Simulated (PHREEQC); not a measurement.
Make-up at 25 °C: 0.01 mol HCl and 0.016 mol Al2(SO4)3 per kg of water. Closed to the air; pH follows from the charge balance.

The numbers come from PHREEQC with the ion-association model, phreeqc.dat.

Each row changes one thing in this solution. No solid was allowed to form.

```
case                                      pH  ionic strength (mol/kgw)  AlSO4+ (mol/kgw)  SO4-2 (mol/kgw)  Al+3 (mol/kgw)  Al(SO4)2- (mol/kgw)  SI of Gibbsite (Al(OH)3)
--------------------------------------  ----  ------------------------  ----------------  ---------------  --------------  -------------------  ------------------------
as made                                 2.27                    0.0733            0.0229           0.0135         0.00509              0.00401                     -4.28
diluted 5-fold with water               2.84                    0.0193           0.00454          0.00400         0.00151             0.000338                     -2.87
Al2(SO4)3 from 0.016 to 0.0032 mol/kgw  2.13                         …           0.00415          0.00341         0.00200             0.000241                     -4.93
Al2(SO4)3 from 0.016 to 0.08 mol/kgw    2.47                     0.246                 …           0.0475          0.0151               0.0419                     -3.44
HCl from 0.01 to 0.001 mol/kgw             …                    0.0640            0.0231           0.0151         0.00419              0.00472                     -1.32
Al2(SO4)3 from 0.016 to 0.032 mol/kgw   2.36                     0.121            0.0444           0.0237         0.00793               0.0116                     -3.93
0.00036 mol/kgw CaCl2 added             2.27                    0.0744            0.0228           0.0135         0.00514              0.00399                     -4.28
Al2(SO4)3 from 0.016 to 0.0144 mol/kgw  2.26                    0.0682            0.0206           0.0123         0.00477              0.00339                     -4.33
```

**Question.** Complete the blanks.

**Answer.** 
- Al2(SO4)3 from 0.016 to 0.0032 mol/kgw, ionic strength (mol/kgw): 0.0280
- Al2(SO4)3 from 0.016 to 0.08 mol/kgw, AlSO4+ (mol/kgw): 0.103
- HCl from 0.01 to 0.001 mol/kgw, pH: 3.28

Species that the database lacks are ignored.
